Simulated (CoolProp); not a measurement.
Vapour pressure (bar) of R1336mzz(E): the reference equation beside estimates from Tc = 130.4 °C, pc = 27.79 bar, ω = 0.413.

Values from CoolProp's reference Helmholtz-energy equation of state, Akasaka 2023.

```tsv
T (°C)	reference	van der Waals	Redlich-Kwong
-43.15	0.07081	1.783	0.3249
-37.85	(withheld)	2.043	0.4189
-32.55	0.1385	2.328	0.5325
-27.25	0.1885	2.639	0.6684
-21.95	0.2524	2.976	0.8291
-16.65	0.3328	3.342	1.017
-11.35	(withheld)	3.737	1.236
-6.05	0.5556	4.161	1.488
-0.75	0.7047	4.617	1.775
4.55	0.8839	(withheld)	2.101
9.85	1.097	5.624	2.469
15.15	(withheld)	6.177	2.880
20.45	1.644	6.765	(withheld)
25.75	1.986	7.388	3.848
```

Problem. Complete the blanks.

Solution. 
- -37.85, reference: 0.09999
- -11.35, reference: 0.4328
- 4.55, van der Waals: 5.104
- 15.15, reference: 1.349
- 20.45, Redlich-Kwong: 3.339

Absolute difference from the reference over all 14 rows, mean and median: van der Waals 930.3 and 706.2 %, Redlich-Kwong 195.0 and 176.7 %.
